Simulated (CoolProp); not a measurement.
Values from CoolProp's reference Helmholtz-energy equation of state, Penoncello 2003.

Task: For CHF3 (R23), give the phase and the Z, Joule-Thomson coefficient (K/MPa), isothermal compressibility (1/MPa), expansivity (1/kK) at 234.4 K and 20.1 MPa; 234.4 K and 36.2 MPa.

Result: 
- 234.4 K and 20.1 MPa: liquid; Z 0.538, Joule-Thomson coefficient -0.225, isothermal compressibility 0.00237, expansivity 2.66
- 234.4 K and 36.2 MPa: liquid; Z 0.937, Joule-Thomson coefficient -0.287, isothermal compressibility 0.00177, expansivity 2.22
